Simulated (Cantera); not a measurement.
Gas-phase reforming

A perfectly stirred reactor is fed with CH₄ : H₂O : H₂ = 1 : 2.5 : 0.06 (molar parts), at 2.37 atm; it is held at 1425 K, and followed from long to short residence time.

Model: GRI-Mech 3.0 (53 species, 325 reactions), integrated in Cantera.

```json
[
 {"τ (s)": "4.2", "x CH₄": "0.138", "x H₂O": "0.580", "x H₂": "0.215", "x HCO": "1.50e-10", "x CH₃": "2.28e-5"},
 {"τ (s)": "1.3", "x CH₄": "0.172", "x H₂O": "0.631", "x H₂": "0.150", "x HCO": "6.34e-11", "x CH₃": "2.82e-5"},
 {"τ (s)": "0.40", "x CH₄": "0.221", "x H₂O": "0.668", "x H₂": "0.0861", "x HCO": "4.23e-11", "x CH₃": "3.72e-5"},
 {"τ (s)": "0.12", "x CH₄": "0.256", "x H₂O": "0.690", "x H₂": "0.0438", "x HCO": "3.97e-11", "x CH₃": "4.58e-5"},
 {"τ (s)": "0.038", "x CH₄": "0.272", "x H₂O": "0.699", "x H₂": "0.0253", "x HCO": "3.47e-11", "x CH₃": "4.92e-5"},
 {"τ (s)": "0.012", "x CH₄": "0.278", "x H₂O": "0.702", "x H₂": "0.0190", "x HCO": "2.06e-11", "x CH₃": "4.62e-5"},
 {"τ (s)": "0.0036", "x CH₄": "0.280", "x H₂O": "0.702", "x H₂": "0.0173", "x HCO": "5.59e-12", "x CH₃": "3.80e-5"},
 {"τ (s)": "0.0011", "x CH₄": "0.281", "x H₂O": "0.702", "x H₂": "0.0170", "x HCO": "<1e-12", "x CH₃": "3.00e-5"},
 {"τ (s)": "0.00035", "x CH₄": "0.281", "x H₂O": "0.702", "x H₂": "0.0169", "x HCO": "<1e-12", "x CH₃": "2.35e-5"}
]
```
x: mole fraction; the columns are a selection and need not sum to one.
